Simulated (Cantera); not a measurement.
## Fe3O4 + CO + C (carbothermic reduction)

Charge: 1 mol Fe3O4, 2.3 mol CO, 2.1 mol C, at 1.00 Torr.

Cantera equilibrium calculation (NASA polynomials, part measured and part estimated; ideal gas, pure solids and liquids). Candidate condensed phases: C, Fe, Fe(CO)5, FeO, Fe2O3, Fe3O4; 15 gas species. Mutual solubility and eutectic melting of coexisting phases are not modelled. The tables' stoichiometric FeO is somewhat more stable than real wüstite, so its field is too wide. FeO: taken at fixed stoichiometry. Kinetics and transport are ignored.

From 702 °C to 902 °C the condensed part is Fe(α) + FeO(s). From 1002 °C to 1302 °C the condensed part is Fe(γ) + FeO(s). From 1402 °C to 1502 °C the condensed part is Fe(δ) + FeO(l).

| T (°C) | log p CO | log p CO2 | log p Fe | log p FeO | log p O | log p O2 | n Fe(α) | n FeO(s) | n Fe(γ) | n Fe(δ) | n FeO(l) |
|---|---|---|---|---|---|---|---|---|---|---|---|
| 702 | -2.98 | -3.55 | -14.37 | <-14 | <-14 | <-14 | 2.03 | 0.971 | 0 | 0 | 0 |
| 802 | -2.96 | -3.60 | -12.35 | <-14 | <-14 | <-14 | 1.92 | 1.08 | 0 | 0 | 0 |
| 902 | -2.96 | -3.64 | -10.68 | -14.43 | <-14 | <-14 | 1.85 | 1.15 | 0 | 0 | 0 |
| 1002 | -2.95 | -3.67 | -9.28 | -12.67 | -14.71 | <-14 | 0 | 1.20 | 1.80 | 0 | 0 |
| 1102 | -2.95 | -3.70 | -8.09 | -11.18 | -13.15 | -13.91 | 0 | 1.24 | 1.76 | 0 | 0 |
| 1202 | -2.94 | -3.73 | -7.06 | -9.89 | -11.80 | -12.52 | 0 | 1.28 | 1.72 | 0 | 0 |
| 1302 | -2.94 | -3.75 | -6.17 | -8.78 | -10.63 | -11.31 | 0 | 1.31 | 1.69 | 0 | 0 |
| 1402 | -2.93 | -3.78 | -5.38 | -7.81 | -9.60 | -10.28 | 0 | 0 | 0 | 1.64 | 1.35 |
| 1502 | -2.93 | -3.84 | -4.69 | -6.99 | -8.73 | -9.42 | 0 | 0 | 0 | 1.51 | 1.42 |
log p: log10 of the partial pressure in bar; n: condensed amount in mol.
